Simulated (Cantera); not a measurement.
# N2O furnace oxynitridation

An isothermal, constant-pressure homogeneous reactor starts with 38.5 % N₂O, 61.5 % O₂, at 1250 K and 750 Torr.

Detailed kinetics in Cantera: GRI-Mech 3.0 (53 species, 325 reactions). GRI-Mech 3.0 was tuned for natural gas; its chemistry of N2O as a main component is partial and can be far from experiment. The mechanism lacks the step 2 NO + O2 → 2 NO2, which can matter for NO2 below about 1400 K. The temperature is held fixed by assumption; the heat of reaction is taken as removed at once.

| t (s) | x N₂O | x O₂ | x NO₂ | x N₂ | x NO | x O |
|---|---|---|---|---|---|---|
| 3.00e-6 | 0.385 | 0.615 | <1e-12 | 9.12e-7 | 2.24e-8 | 7.45e-7 |
| 1.18e-5 | 0.385 | 0.615 | <1e-12 | 4.24e-6 | 2.80e-7 | 2.16e-6 |
| 4.60e-5 | 0.385 | 0.615 | 6.20e-11 | 2.09e-5 | 2.34e-6 | 3.53e-6 |
| 0.000180 | 0.384 | 0.615 | 1.54e-9 | 9.08e-5 | 1.17e-5 | 3.64e-6 |
| 0.000706 | 0.384 | 0.615 | 2.58e-8 | 0.000365 | 4.85e-5 | 3.64e-6 |
| 0.00277 | 0.383 | 0.616 | 3.68e-7 | 0.00143 | 0.000192 | 3.64e-6 |
| 0.0108 | 0.378 | 0.616 | 3.97e-6 | 0.00558 | 0.000745 | 3.62e-6 |
| 0.0425 | 0.358 | 0.618 | 2.48e-5 | 0.0211 | 0.00279 | 3.53e-6 |
| 0.166 | 0.293 | 0.625 | 9.44e-5 | 0.0723 | 0.00933 | 3.22e-6 |
| 0.652 | 0.149 | 0.642 | 0.000235 | 0.186 | 0.0222 | 2.24e-6 |
| 2.55 | 0.0224 | 0.659 | 0.000350 | 0.289 | 0.0293 | 5.80e-7 |
| 10.0 | 8.18e-5 | 0.662 | 0.000680 | 0.308 | 0.0291 | 5.85e-8 |
x: mole fraction; the columns are a selection and need not sum to one.

Equilibrium at this temperature and pressure: N₂O 1.42e-8, O₂ 0.677, NO₂ 7.83e-6, N₂ 0.322, NO 0.000326, O 5.73e-8 (gas phase only).
